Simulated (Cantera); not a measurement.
A diamond (100) surface in a fixed gas of H2 with x(CH4) = 0.028, x(CH3) = 0.00057, at 950 K, 0.0250 bar; coverages are run to steady state.

Cantera simulation using the Harris–Goodwin 1993 mechanism for the reconstructed diamond (100) surface; the numbers are that mechanism's predictions, not measurements.

θ: site fractions in the mechanism's names (c6HH fully hydrogenated, c6H* and c6*H radical sites, c6** diradical, c6HM methylated).

| x(H) | growth (µm/h) | θ c6HH | θ c6H* | θ c6*H | θ c6** | θ c6HM |
|---|---|---|---|---|---|---|
| 0.0001 | 0.758 | 0.240 | 0.00465 | 0.110 | 0.000762 | 0.494 |
| 0.00019 | 1.30 | 0.279 | 0.00567 | 0.135 | 0.00135 | 0.444 |
| 0.00038 | (withheld) | (withheld) | (withheld) | (withheld) | (withheld) | (withheld) |
| 0.00074 | 3.09 | 0.420 | 0.00898 | 0.213 | 0.00341 | 0.272 |
| 0.0014 | 4.00 | 0.490 | 0.0106 | 0.252 | 0.00446 | 0.186 |
| 0.0028 | 4.78 | 0.552 | 0.0120 | 0.286 | 0.00538 | 0.111 |
| 0.0055 | 5.29 | 0.592 | 0.0130 | 0.308 | 0.00598 | 0.0625 |
| 0.011 | 5.60 | 0.616 | 0.0136 | 0.321 | 0.00635 | (withheld) |
| 0.021 | 5.76 | 0.629 | 0.0139 | 0.328 | 0.00654 | 0.0178 |

**Question.** What belongs in the gaps?

**Answer.** 
- 0.00038, growth (µm/h): 2.13
- 0.00038, θ c6HH: 0.344
- 0.00038, θ c6H*: 0.00722
- 0.00038, θ c6*H: 0.171
- 0.00038, θ c6**: 0.00229
- 0.00038, θ c6HM: 0.364
- 0.011, θ c6HM: 0.0331
